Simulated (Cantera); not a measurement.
# Premixed flame

A freely propagating, adiabatic, planar premixed flame of CH4 : C2H6 : O2 : N2 = 1 : 0.14 : 2.59 : 9.75 (molar parts), unburnt at 700 K and 1.28 atm; multicomponent transport, grid criteria slope 0.08 and curve 0.16, no radiation.

Cantera simulation using GRI-Mech 3.0 (53 species, 325 reactions); the numbers are that mechanism's predictions, not measurements. Burning velocities carry a grid error of a few per cent, more on coarse grids.

```
z (mm)   T (K)  u (m/s)     x CH4    x C2H6    x O2      x H2    x CH2O    x C2H
-------  -----  -------  --------  --------  ------  --------  --------  -------
-0.736     700     1.69    0.0741    0.0104   0.192  0.000850   1.54e-7    <1e-8
-0.490     702     1.70    0.0739    0.0104   0.191   0.00265   3.80e-6    <1e-8
-0.368     708     1.72    0.0734    0.0103   0.191   0.00470   1.69e-5    <1e-8
-0.245     749     1.83    0.0710    0.0101   0.187   0.00895  0.000137    <1e-8
-0.123    1058     2.62    0.0545   0.00779   0.160    0.0168   0.00105    <1e-8
-0.0613   1439     3.61    0.0321   0.00348   0.121    0.0212   0.00143  1.77e-8
0         1823     4.62   0.00855  0.000227  0.0739    0.0216  0.000839  6.65e-7
0.0613    1992     5.05  0.000736   8.87e-7  0.0445    0.0168  0.000151  4.48e-7
0.123     2039     5.16   3.09e-5     <1e-8  0.0337    0.0139   8.21e-6  2.21e-8
0.245     2092     5.26   6.23e-8     <1e-8  0.0278    0.0131   1.87e-8    <1e-8
0.490     2160     5.40     <1e-8     <1e-8  0.0246    0.0122     <1e-8    <1e-8
0.981     2241     5.58     <1e-8     <1e-8  0.0217    0.0103     <1e-8    <1e-8
1.96      2319     5.74     <1e-8     <1e-8  0.0188   0.00807     <1e-8    <1e-8
```
x: mole fraction of selected species; z is measured from the peak of heat release.

```yaml
laminar_burning_velocity: 169 cm/s
thermal_thickness: 0.245 mm
peak x(H2): 0.0223
peak x(CH2O): 0.00143
peak x(C2H): 9.03e-7
grid_points: 143
```
